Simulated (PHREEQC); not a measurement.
**Copper plating or etch bath**

A solution holds 0.25 mol CuSO4, 0.00074 mol HBF4 and 0.019 mol NaCl per kg of water, at 28 °C. Closed to the air; pH follows from the charge balance.

Equilibrium calculation in PHREEQC: ion-association model, wateq4f.dat.

- pH = 3.35
- ionic strength = 0.487 mol/kgw
- activity of water = 0.993
- total alkalinity = -2.96 meq/kg

| species | molality | activity | log γ |
|---|---|---|---|
| CuSO4 | 0.130 | 0.146 | 0.049 |
| Cu+2 | 0.117 | 0.0293 | -0.602 |
| SO4-2 | 0.116 | 0.0239 | -0.686 |
| Cl- | 0.0174 | 0.0112 | -0.191 |
| Na+ | 0.0169 | 0.0120 | -0.150 |
| NaSO4- | 0.00211 | 0.00146 | -0.160 |
| HSO4- | 0.00167 | 0.00112 | -0.176 |
| CuCl+ | 0.00157 | 0.00102 | -0.187 |
| F- | 0.00149 | 0.000943 | -0.198 |
| CuF+ | 0.000707 | 0.000517 | -0.136 |
| H3BO3 | 0.000689 | 0.000771 | 0.049 |
| HF | 0.000600 | 0.000672 | 0.049 |
| H+ | 0.000588 | 0.000450 | -0.117 |
| BF2(OH)2- | 2.30e-5 | 1.36e-5 | -0.227 |
| BF4- | 1.76e-5 | 1.05e-5 | -0.227 |
| BF3OH- | 1.02e-5 | 6.03e-6 | -0.227 |

This is a speciation only: nothing precipitates in the calculation. Real BF4- forms and hydrolyses slowly; the run takes it at equilibrium.
